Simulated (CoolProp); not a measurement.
A closed Brayton cycle with carbon dioxide: compressor inlet 305.15 K and 9.2 MPa, high pressure 23.7 MPa, turbine inlet 695 K, compressor efficiency 0.8, turbine efficiency 0.93, recuperator effectiveness 0.9 (on enthalpy, no pinch check). Each further row changes one setting.

Model: reference Helmholtz-energy equation of state, Span 1996, in CoolProp.

```json
[
 {"case": "as stated", "thermal efficiency (%)": "31.5", "net work (kJ/kg)": "81.7", "compressor to turbine work": "0.22", "compressor exit (K)": "328.4", "turbine exit (K)": "588.8"},
 {"case": "turbine inlet 645 K", "thermal efficiency (%)": "29.5", "net work (kJ/kg)": "72.1", "compressor to turbine work": "0.25", "compressor exit (K)": "328.4", "turbine exit (K)": "___"},
 {"case": "compressor inlet 315.15 K", "thermal efficiency (%)": "29.9", "net work (kJ/kg)": "72.1", "compressor to turbine work": "0.31", "compressor exit (K)": "364.3", "turbine exit (K)": "588.8"},
 {"case": "high pressure 20.1 MPa", "thermal efficiency (%)": "29.9", "net work (kJ/kg)": "___", "compressor to turbine work": "0.20", "compressor exit (K)": "___", "turbine exit (K)": "___"},
 {"case": "recuperator effectiveness 0.5", "thermal efficiency (%)": "20.6", "net work (kJ/kg)": "81.7", "compressor to turbine work": "0.22", "compressor exit (K)": "328.4", "turbine exit (K)": "588.8"}
]
```

Q: What belongs in the gaps?

A: 
- turbine inlet 645 K, turbine exit (K): 542.8
- high pressure 20.1 MPa, net work (kJ/kg): 70.5
- high pressure 20.1 MPa, compressor exit (K): 323.5
- high pressure 20.1 MPa, turbine exit (K): 606.9
